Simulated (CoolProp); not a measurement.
Vapour-liquid equilibrium of carbon dioxide (1) + hydrogen sulfide (2) at -3.65 °C; x and y are mole fractions of (1).

Computed with CoolProp (multi-fluid Helmholtz-energy mixture model, Span 1996 and Lemmon 2006; pair parameters Kunz 2012).

```json
[
 {"x": "0.05", "bubble pressure, mixture model (MPa)": "1.178", "bubble pressure, Raoult's law (MPa)": "1.038", "y, mixture model": "0.229", "y, Raoult's law": "0.152"},
 {"x": "0.15", "bubble pressure, mixture model (MPa)": "1.602", "bubble pressure, Raoult's law (MPa)": "1.261", "y, mixture model": "[?]", "y, Raoult's law": "0.376"},
 {"x": "0.25", "bubble pressure, mixture model (MPa)": "1.928", "bubble pressure, Raoult's law (MPa)": "1.485", "y, mixture model": "0.574", "y, Raoult's law": "0.532"},
 {"x": "0.35", "bubble pressure, mixture model (MPa)": "[?]", "bubble pressure, Raoult's law (MPa)": "1.708", "y, mixture model": "0.646", "y, Raoult's law": "0.648"},
 {"x": "0.45", "bubble pressure, mixture model (MPa)": "2.381", "bubble pressure, Raoult's law (MPa)": "1.931", "y, mixture model": "[?]", "y, Raoult's law": "0.736"},
 {"x": "0.55", "bubble pressure, mixture model (MPa)": "2.553", "bubble pressure, Raoult's law (MPa)": "2.155", "y, mixture model": "0.744", "y, Raoult's law": "0.807"},
 {"x": "0.65", "bubble pressure, mixture model (MPa)": "[?]", "bubble pressure, Raoult's law (MPa)": "2.378", "y, mixture model": "0.789", "y, Raoult's law": "0.864"},
 {"x": "0.75", "bubble pressure, mixture model (MPa)": "2.856", "bubble pressure, Raoult's law (MPa)": "2.602", "y, mixture model": "0.837", "y, Raoult's law": "0.911"},
 {"x": "0.85", "bubble pressure, mixture model (MPa)": "2.992", "bubble pressure, Raoult's law (MPa)": "2.825", "y, mixture model": "0.894", "y, Raoult's law": "0.951"},
 {"x": "0.95", "bubble pressure, mixture model (MPa)": "[?]", "bubble pressure, Raoult's law (MPa)": "3.049", "y, mixture model": "[?]", "y, Raoult's law": "0.985"}
]
```

Task: Fill in the missing entries.

Result: 
- 0.15, y, mixture model: 0.460
- 0.35, bubble pressure, mixture model (MPa): 2.179
- 0.45, y, mixture model: 0.699
- 0.65, bubble pressure, mixture model (MPa): 2.710
- 0.95, bubble pressure, mixture model (MPa): 3.111
- 0.95, y, mixture model: 0.961

The largest gap from Raoult's law is +29.8 % in bubble pressure, at x = 0.25. No azeotrope shows between x = 0.05 and 0.95.

The pair parameters rest on a limited set of measurements; away from them the model extrapolates.
